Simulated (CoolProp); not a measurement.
Values from CoolProp's reference Helmholtz-energy equation of state, Zhou 2011.

Question: For dimethyl carbonate, give the phase and the density (kg/m³), expansivity (1/kK) at 304.65 °C and 0.491 MPa.

Answer: 
- 304.65 °C and 0.491 MPa: gas; density 9.50, expansivity 1.92
